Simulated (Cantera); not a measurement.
A Cantera script and what it prints.

```python
import numpy as np
import cantera as ct

gas_names = [...]  # 87 gases of nasa_gas.yaml made of C, H, Si
cond_names = """
    C(gr) C6H6(L) C7H8(L) C8H18(L),n-octa Si(cr) Si(L) SiC(b)
""".split()


# ... load() reads the species with a 1 bar reference pressure and builds the phases ...
atoms = {
    'Si(CH3)4': {'Si': 1, 'C': 4, 'H': 12},
    'H2': {'H': 2},
}
top_T = {'C(gr)': 4500, 'SiC(b)': 3050}  # K; cautious upper limits of use, not melting points


# ... equilibrate(T, P, feed) seeds the gas with the atoms and calls Mixture.equilibrate('TP', solver="vcs", rtol=1e-11, max_steps=5000) ...
results = []
feed = {'Si(CH3)4': 1, 'H2': 63}  # mol
T = 1473.15  # K
P = 770  # Pa
mix = equilibrate(T, P, feed)
results.append((T, P, feed, dict(zip(mix.species_names, mix.species_moles))))
x = sorted(zip(gas.X, gas.species_names), reverse=True)
print(f"T = {T:g} K  P = {P:g} Pa  gas = {mix.phase_moles(0):.4g} mol")
print("   x: " + "  ".join(f"{s} {v:.3e}" for v, s in x if v > 0.001))
print("   condensed (mol): " + ("  ".join(f"{mix.phase(i).name} {mix.phase_moles(i):.4g}"
      for i in range(1, mix.n_phases) if mix.phase_moles(i) > 1e-12) or "none"))
```

Output:

```
T = 1473.15 K  P = 770 Pa  gas = 69 mol
   x: H2 9.998e-01
   condensed (mol): C(gr) 2.998  SiC(b) 1
```

Cantera equilibrium calculation (NASA polynomials, part measured and part estimated; ideal gas, pure solids and liquids).
